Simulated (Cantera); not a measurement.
Diamond growth

A diamond (100) surface in a fixed gas of H2 with x(CH4) = 0.0033, x(CH3) = 2.3e-05, at 1075 K, 9.75 Torr; coverages are run to steady state.

Model: the Harris–Goodwin 1993 mechanism for the reconstructed diamond (100) surface, integrated in Cantera.

```csv
x(H),growth (µm/h),θ c6HH,θ c6H*,θ c6*H,θ c6**,θ c6HM
0.0001,0.00598,0.605,0.0217,0.365,0.00555,0.00146
0.00022,0.0127,0.568,0.0236,0.397,0.00894,0.00169
0.00048,0.0250,0.548,0.0245,0.412,0.0119,0.00178
0.001,0.0448,0.539,0.0250,0.420,0.0138,0.00169
0.0023,0.0797,0.534,0.0252,0.424,0.0150,0.00140
0.005,0.120,0.532,0.0253,0.425,0.0156,0.00101
0.011,0.159,0.531,0.0254,0.426,0.0159,0.000613
0.024,0.186,0.531,0.0254,0.427,0.0160,0.000332
0.052,0.202,0.531,0.0255,0.427,0.0161,0.000167
```
θ: site fractions in the mechanism's names (c6HH fully hydrogenated, c6H* and c6*H radical sites, c6** diradical, c6HM methylated).
